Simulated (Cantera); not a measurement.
Charge: 1 mol B2H6, 1.8 mol O2, equilibrated at 1125 °C and 750 Torr.

Method: chemical equilibrium by Gibbs-energy minimisation in Cantera with the NASA 1993 tables (ideal gas, pure condensed phases). Candidate condensed phases: B, B2O3, B3O3H3, H2O; 23 gas species. The feed counts by its element totals alone. Gases not in the tables: H3BO3. Equilibrium is a limit: real reactors are often held back by kinetics, nucleation or transport.

Base state: H2 0.799, H2O 0.197, HBO2 0.00407, (HBO2)3 0.000533 (mole fractions); condensed: B2O3(l).

Q: What changes in the equilibrium state with this change: O2 from 1.8 to 0.11 mol?

A: 
| species | before | after |
|---|---|---|
| H2 | 0.799 | 0.992 |
| B3O3H3 | <1e-9 | 0.00689 |
| HBO | 4.57e-6 | 0.00109 |
| H2O | 0.197 | 5.37e-6 |
| (HBO2)3 | 0.000533 | <1e-9 |
| B2O2 | <1e-9 | 1.19e-5 |
| B2O3(l), mol | 0.991 | 0.0516 |
| B(s), mol | 0 | 1.83 |
Mutual solubility and eutectic melting of coexisting phases are not modelled.
